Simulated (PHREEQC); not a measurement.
Make-up at 25 °C: 0.048 mol/kgw HF and 0.0014 mol/kgw Na2HPO4. Closed to the air; pH follows from the charge balance.

Equilibrium calculation in PHREEQC: ion-association model, phreeqc.dat.

| quantity | before | after |
|---|---|---|
| pH | 2.32 | 2.84 |
| ionic strength (mol/kgw) | 0.00796 | 0.00435 |
| HF (mol/kgw) | 0.0399 | 0.00633 |
| F- (mol/kgw) | 0.00616 | 0.00311 |
| HF2- (mol/kgw) | 0.000945 | 7.56e-5 |
| H2PO4- (mol/kgw) | 0.000854 | 0.00117 |

**Question.** Which change was made?
A) HF from 0.048 to 0.0096 mol/kgw
B) HF from 0.048 to 0.24 mol/kgw
C) Na2HPO4 from 0.0014 to 0.00014 mol/kgw
D) temperature from 25 to 5 °C
E) HF from 0.048 to 0.0432 mol/kgw

**Answer.** A, HF from 0.048 to 0.0096 mol/kgw

Precipitation was switched off in this run.
